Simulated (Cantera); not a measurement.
A diamond (100) surface in a fixed gas of H2 with x(CH4) = 0.021, x(H) = 0.00043, x(CH3) = 0.0018, 0.0375 atm; coverages are run to steady state.

Model: the Harris–Goodwin 1993 mechanism for the reconstructed diamond (100) surface, integrated in Cantera.

θ: site fractions in the mechanism's names (c6HH fully hydrogenated, c6H* and c6*H radical sites, c6** diradical, c6HM methylated).

| T (K) | growth (µm/h) | θ c6HH | θ c6H* | θ c6*H | θ c6** | θ c6HM |
|---|---|---|---|---|---|---|
| 900 | 3.76 | 0.161 | 0.00225 | 0.0630 | 0.000448 | 0.622 |
| 950 | 5.49 | 0.190 | 0.00381 | 0.0905 | 0.000842 | 0.549 |
| 1000 | 7.00 | [?] | [?] | [?] | [?] | [?] |
| 1050 | 7.04 | 0.338 | 0.0128 | 0.229 | 0.00332 | 0.287 |
| 1100 | 5.28 | 0.428 | 0.0209 | 0.331 | 0.00576 | 0.136 |
| 1150 | 3.55 | 0.469 | 0.0283 | 0.401 | 0.00813 | 0.0505 |
| 1200 | 2.75 | 0.477 | 0.0339 | 0.434 | 0.0101 | 0.0172 |
| 1250 | 2.50 | 0.475 | 0.0384 | 0.448 | 0.0118 | 0.00587 |
| 1300 | 2.25 | 0.474 | 0.0423 | 0.452 | 0.0137 | 0.00204 |
| 1350 | 1.62 | 0.478 | 0.0457 | 0.450 | 0.0156 | 0.000731 |
| 1400 | [?] | 0.485 | 0.0485 | 0.444 | 0.0168 | [?] |

Q: Fill in the missing entries.

A: 
- 1000, θ c6HH: 0.245
- 1000, θ c6H*: 0.00685
- 1000, θ c6*H: 0.140
- 1000, θ c6**: 0.00165
- 1000, θ c6HM: 0.442
- 1400, growth (µm/h): 0.872
- 1400, θ c6HM: 0.000276
